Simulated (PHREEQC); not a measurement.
Solution (20 °C): 44 mmol/kgw HCl. It is in equilibrium with CO2 at log p = -1 (atm). Otherwise closed; pH follows from the charge balance.

Equilibrium calculation in PHREEQC: ion-association model, phreeqc.dat.

This is a speciation only: nothing precipitates in the calculation.

### Question
What pH, specific conductance does the model give?

### Answer
pH 1.42; specific conductance 14600 µS/cm.
